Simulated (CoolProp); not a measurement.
The fluid at 485.01 K and 0.0241 MPa expands adiabatically to 0.00398 MPa with isentropic efficiency 0.9. The same conditions are run with several fluids, on thermodynamics alone (safety and materials aside).

Model: reference Helmholtz-energy equation of state of each fluid (decamethylcyclopentasiloxane (D5): Thol 2019; isohexane: Lemmon 2006; n-nonane: Lemmon 2006; R404A: Lemmon 2003; ethanol: Schroeder 2014), in CoolProp. Blends and air are pseudo-pure fits.

```json
[
 {"fluid": "decamethylcyclopentasiloxane (D5)", "work (kJ/kg)": "17.2", "final temperature (K)": "474.5", "final density (kg/m³)": "0.375"},
 {"fluid": "isohexane", "work (kJ/kg)": "(withheld)", "final temperature (K)": "454.8", "final density (kg/m³)": "(withheld)"},
 {"fluid": "n-nonane", "work (kJ/kg)": "(withheld)", "final temperature (K)": "464.1", "final density (kg/m³)": "(withheld)"},
 {"fluid": "R404A", "work (kJ/kg)": "62.6", "final temperature (K)": "428.9", "final density (kg/m³)": "0.109"},
 {"fluid": "ethanol", "work (kJ/kg)": "131", "final temperature (K)": "417.1", "final density (kg/m³)": "0.0529"}
]
```

Complete the blanks.


- isohexane, work (kJ/kg): 73.1
- isohexane, final density (kg/m³): 0.0908
- n-nonane, work (kJ/kg): 49.5
- n-nonane, final density (kg/m³): 0.132
